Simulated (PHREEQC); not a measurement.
**Metal-bearing waste water**

Consider water at 25 °C with 1.6 mmol/kgw CuSO4, 125 mmol/kgw CuCl2, 1.55 mmol/kgw NaF and 100 mmol/kgw NaCl. Closed to the air; pH follows from the charge balance.

Model: ion-association model, phreeqc.dat, run in PHREEQC.

Precipitation was switched off in this run.

Task: Estimate the pH.

Result: pH 4.33.

Task: In which forms is Cu present?

Result: Cu+2 80 %, CuCl+ 18 %, CuCl2 1.2 %, CuSO4 0.6 % of the Cu.
